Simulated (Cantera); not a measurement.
Feed: 1 mol CaCO3, 0.43 mol O2, 1.1 mol N2, equilibrated at 1850 K and 4300 Pa.

These are equilibrium values from Cantera (NASA tables, ideal gas, pure condensed phases), not measurements of a reactor. Candidate condensed phases: C, Ca, CaCO3, CaO; 27 gas species. Kinetics and transport are ignored.

Base state: N2 0.433, CO2 0.393, O2 0.169, NO 0.00326, CO 0.00157, O 0.000382 (mole fractions); condensed: CaO(s).

Q: What changes in the equilibrium state with this change: pressure from 4300 Pa to 170000 Pa?

A: 
```
species        before     after
-----------  --------  --------
N2              0.433     0.433
CO2             0.393     0.395
O2              0.169     0.168
CO            0.00157  0.000251
O            0.000382   6.07e-5
NO            0.00326   0.00325
CaO(s), mol      1.00      1.00
```

Q: What changes in the equilibrium state with this change: temperature from 1850 K to 1650 K?

A: 
| species | before | after |
|---|---|---|
| N2 | 0.433 | 0.434 |
| CO2 | 0.393 | 0.395 |
| O2 | 0.169 | 0.169 |
| NO | 0.00326 | 0.00159 |
| CO | 0.00157 | 0.000175 |
| O | 0.000382 | 5.14e-5 |
| CaO(s), mol | 1.00 | 1.00 |
